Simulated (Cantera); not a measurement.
A perfectly stirred reactor is fed with CO : H2 : O2 : N2 = 1 : 0.059 : 0.378 : 1.42 (molar parts), at 8250 Torr; it is adiabatic with a 498 K inlet, and is followed from long to short residence time, starting on the burning branch (τ in s: 0.2, 0.065, 0.022, 0.0073, 0.0025, 0.00082, 0.00028, 9.2e-05, 3.1e-05, 1e-05).

Computed with Cantera and GRI-Mech 3.0 (53 species, 325 reactions). The hydrogen kinetics of GRI-Mech 3.0 are dated; newer H2 mechanisms differ, most at raised pressure.

x: mole fraction; the columns are a selection and need not sum to one.

```
τ (s)    T (K)   x CO     x H2     x O2    x N2O   x H2O       x H   x H2O2
-------  -----  -----  -------  -------  -------  ------  --------  -------
0.20      2548  0.125  0.00152  0.00107  2.39e-7  0.0215  0.000373  1.83e-8
0.065     2546  0.125  0.00152  0.00115  2.49e-7  0.0214  0.000386  1.92e-8
0.022     2542  0.125  0.00153  0.00137  2.75e-7  0.0213  0.000421      ___
0.0073    2531  0.127  0.00154  0.00198  3.43e-7  0.0212  0.000509      ___
0.0025    2507  0.129  0.00158  0.00338  4.77e-7  0.0208  0.000697      ___
0.00082   2458  0.135  0.00166  0.00637  7.03e-7  0.0201   0.00108      ___
0.00028   2375  0.145  0.00180   0.0113  9.62e-7  0.0190   0.00178      ___
9.2e-5    2245  0.159  0.00201   0.0185  1.17e-6  0.0176   0.00305      ___
3.1e-5    2069  0.178  0.00220   0.0277  1.29e-6  0.0161   0.00490      ___
1.0e-5    1741  0.220  0.00231   0.0500  1.41e-6  0.0161   0.00495      ___
```

**Question.** Complete the blanks.

**Answer.** 
- 0.022, x H2O2: 2.19e-8
- 0.0073, x H2O2: 2.88e-8
- 0.0025, x H2O2: 4.37e-8
- 0.00082, x H2O2: 7.42e-8
- 0.00028, x H2O2: 1.28e-7
- 9.2e-5, x H2O2: 2.30e-7
- 3.1e-5, x H2O2: 4.35e-7
- 1.0e-5, x H2O2: 1.37e-6
